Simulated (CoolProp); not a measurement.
Properties of c-C4F8 (RC318) along the isobar 1.01 bar (Tc = 115.2 °C, pc = 27.78 bar, ω = 0.355).

Values from CoolProp's reference Helmholtz-energy equation of state, Platzer 1990. This equation is an older, rougher fit.

| T (°C) | phase | density (kg/m³) | cv (kJ/(kg K)) | isothermal compressibility (1/MPa) | viscosity (µPa s) |
|---|---|---|---|---|---|
| 50.65 | gas | 7.677 | 0.7825 | 10.13 | 12.5 |
| 64.25 | gas | 7.346 | 0.8023 | 10.10 | 13.0 |
| 77.75 | gas | 7.045 | 0.8213 | 10.08 | 13.6 |
| 91.35 | gas | 6.768 | 0.8400 | 10.05 | 14.1 |
| 104.85 | gas | 6.515 | ___ | 10.04 | ___ |
| 118.45 | gas | 6.279 | 0.8753 | 10.02 | ___ |
| 131.95 | gas | 6.061 | 0.8921 | 10.01 | 15.6 |
| 145.55 | gas | 5.858 | 0.9084 | 9.994 | ___ |
| 159.05 | gas | 5.669 | 0.9241 | 9.984 | ___ |
| 172.65 | gas | 5.491 | 0.9393 | 9.975 | ___ |
| 186.15 | gas | 5.325 | 0.9539 | 9.967 | 17.6 |
| 199.75 | gas | 5.169 | 0.9680 | 9.960 | ___ |
| 213.25 | gas | 5.022 | 0.9815 | 9.953 | 18.6 |
| 226.85 | gas | 4.883 | 0.9946 | 9.948 | 19.0 |

Some entries are withheld; supply them.


- 104.85, cv (kJ/(kg K)): 0.8579
- 104.85, viscosity (µPa s): 14.6
- 118.45, viscosity (µPa s): 15.1
- 145.55, viscosity (µPa s): 16.1
- 159.05, viscosity (µPa s): 16.6
- 172.65, viscosity (µPa s): 17.1
- 199.75, viscosity (µPa s): 18.1

Viscosity comes from a separate model (Huber 2003), an estimate that may be off by 10 % or more.
